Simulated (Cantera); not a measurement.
Feed: 1 mol Mg(OH)2, 0.2 mol H2O, 0.12 mol CO2, at 2048 K.

Cantera equilibrium calculation (NASA polynomials, part measured and part estimated; ideal gas, pure solids and liquids). Candidate condensed phases: C, C6H6, C7H8, C8H18, H2O, Mg, MgCO3, MgO, Mg(OH)2; 116 gas species. Kinetics and transport are ignored.

x: gas mole fraction; n: condensed amount in mol.

```
P (Pa)   x H2O   x CO2        x H2        x O2         x H        x OH        x Mg        x CO         x O  n MgO(s)
-------  -----  ------  ----------  ----------  ----------  ----------  ----------  ----------  ----------  --------
10       0.580  0.0421      0.0879      0.0735      0.0664      0.0477      0.0450      0.0304      0.0260     0.924
68       0.756  0.0609      0.0608      0.0384      0.0212      0.0287     0.00351      0.0233     0.00721     0.995
460      0.832  0.0732      0.0346      0.0212     0.00614      0.0161    0.000269      0.0145     0.00206     0.999
3200     0.869  0.0811  (withheld)  (withheld)  (withheld)  (withheld)  (withheld)  (withheld)  (withheld)     1.000
22000    0.888  0.0855     0.00995     0.00613    0.000476     0.00463     1.51e-6     0.00456    0.000160     1.000
150000   0.898  0.0880  (withheld)  (withheld)  (withheld)  (withheld)  (withheld)  (withheld)  (withheld)     1.000
1000000  0.903  0.0894     0.00281     0.00174     3.76e-5     0.00131     9.25e-9     0.00132     1.27e-5     1.000
```

Problem. What belongs in the gaps?

Solution. 
- 150000, x H2: 0.00528
- 150000, x O2: 0.00326
- 150000, x H: 0.000133
- 150000, x OH: 0.00246
- 150000, x Mg: 1.16e-7
- 150000, x CO: 0.00246
- 150000, x O: 4.47e-5
- 3200, x H2: 0.0187
- 3200, x O2: 0.0115
- 3200, x H: 0.00171
- 3200, x OH: 0.00868
- 3200, x Mg: 1.99e-5
- 3200, x CO: 0.00828
- 3200, x O: 0.000574
